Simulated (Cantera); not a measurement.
# Equilibrium for oxide etching and cleaning by halides: SiO2 + F2 + O2

A closed system holds: 1 mol SiO2, 4.4 mol F2, 1.1 mol O2, equilibrated at 2.90e-5 bar.

Method: chemical equilibrium by Gibbs-energy minimisation in Cantera with the NASA 1993 tables (ideal gas, pure condensed phases). Candidate condensed phases: Si, SiO2; 17 gas species. Kinetics and transport are ignored.

From 700 K to 1800 K nothing is condensed. The main Si-bearing gas is SiF4 throughout.

```json
[
 {"T (K)": "700", "log p F": "-5.35", "log p O2": "-4.99", "log p F2": "-5.02", "log p SiF4": "-5.31", "log p O": "<-16", "log p SiF3": "<-16"},
 {"T (K)": "800", "log p F": "-4.86", "log p O2": "-5.07", "log p F2": "-5.56", "log p SiF4": "-5.40", "log p O": "-15.63", "log p SiF3": "<-16"},
 {"T (K)": "900", "log p F": "-4.76", "log p O2": "-5.11", "log p F2": "-6.56", "log p SiF4": "-5.43", "log p O": "-13.82", "log p SiF3": "<-16"},
 {"T (K)": "1000", "log p F": "-4.76", "log p O2": "-5.11", "log p F2": "-7.49", "log p SiF4": "-5.43", "log p O": "-12.36", "log p SiF3": "<-16"},
 {"T (K)": "1100", "log p F": "-4.75", "log p O2": "-5.11", "log p F2": "-8.28", "log p SiF4": "-5.44", "log p O": "-11.16", "log p SiF3": "<-16"},
 {"T (K)": "1200", "log p F": "-4.75", "log p O2": "-5.11", "log p F2": "-8.93", "log p SiF4": "-5.44", "log p O": "-10.16", "log p SiF3": "<-16"},
 {"T (K)": "1300", "log p F": "-4.75", "log p O2": "-5.11", "log p F2": "-9.49", "log p SiF4": "-5.44", "log p O": "-9.31", "log p SiF3": "<-16"},
 {"T (K)": "1400", "log p F": "-4.75", "log p O2": "-5.11", "log p F2": "-9.96", "log p SiF4": "-5.44", "log p O": "-8.58", "log p SiF3": "-15.00"},
 {"T (K)": "1500", "log p F": "-4.75", "log p O2": "-5.11", "log p F2": "-10.38", "log p SiF4": "-5.44", "log p O": "-7.95", "log p SiF3": "-13.49"},
 {"T (K)": "1600", "log p F": "-4.75", "log p O2": "-5.11", "log p F2": "-10.74", "log p SiF4": "-5.44", "log p O": "-7.40", "log p SiF3": "-12.16"},
 {"T (K)": "1700", "log p F": "-4.75", "log p O2": "-5.12", "log p F2": "-11.07", "log p SiF4": "-5.44", "log p O": "-6.91", "log p SiF3": "-10.99"},
 {"T (K)": "1800", "log p F": "-4.76", "log p O2": "-5.13", "log p F2": "-11.36", "log p SiF4": "-5.44", "log p O": "-6.48", "log p SiF3": "-9.95"}
]
```
log p: log10 of the partial pressure in bar; nothing condenses.
